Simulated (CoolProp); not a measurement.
200 sccm (0 °C, 1 atm) of nitrogen bubbles through liquid o-xylene at 329.3 K and leaves saturated at a total pressure of 0.115 MPa (ideal gas phase). Each further row changes one setting.

Model: reference Helmholtz-energy equation of state, Zhou 2012, in CoolProp.

| case | vapour pressure (kPa) | mole fraction of vapour | delivery (mg/min) | delivery (sccm) | change of delivery for a bath 1 K warmer (%) |
|---|---|---|---|---|---|
| as stated | 4.57 | 0.0398 | 39.2 | 8.28 | 4.9 |
| bath temperature 334.3 K | 5.74 | 0.0499 | 49.8 | 10.5 | 4.8 |
| total pressure 0.23 MPa | 4.57 | 0.0199 | 19.2 | 4.06 | 4.8 |
